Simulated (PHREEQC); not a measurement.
0.46 g of hydrous ferric oxide (600 m²/g; 0.2 weak and 0.005 strong sites per Fe, Dzombak-Morel constants, diffuse double layer) in 1 kg of water with 0.01 mol/kgw of an inert sodium salt and 1.3e-05 mol/kgw H3BO3, 0.00069 mol/kgw CuCl2 and 0.00023 mol/kgw ZnSO4, at 25 °C; the pH is set by adding NaOH or the inert anion's acid. Oxygen alone is held at its pressure in air (log pO2 = -0.68). CO2 from the air is kept out. Precipitation was switched off in this run.

The numbers come from PHREEQC with the ion-association model, wateq4f.dat.

```tsv
pH	B sorbed (%)	Cu sorbed (%)	S sorbed (%)
3	0.0	0.1	99.9
3.5	0.0	0.6	99.8
4	0.1	3.0	99.7
4.5	0.1	9.9	99.0
5	0.1	33.9	96.9
5.5	0.1	65.4	93.7
6	0.1	83.4	91.0
6.5	0.1	91.0	87.4
7	0.0	92.0	78.8
7.5	0.0	85.5	60.5
8	0.0	71.5	32.8
8.5	0.0	57.2	9.3
9	0.0	50.7	1.4
9.5	0.0	48.3	0.2
10	0.0	47.0	0.0
10.5	0.0	45.9	0.0
11	0.0	45.1	0.0
```

Along this series the solution becomes supersaturated in solids that the run did not let form, among them Cu(OH)2, Brochantite, Antlerite, Atacamite, Zn(OH)2-e. Species that the database lacks are ignored. The database's constant for dissolved Cu(OH)2 is higher than later reviews accept. The oxide is taken as insoluble; below pH 4 it would dissolve.
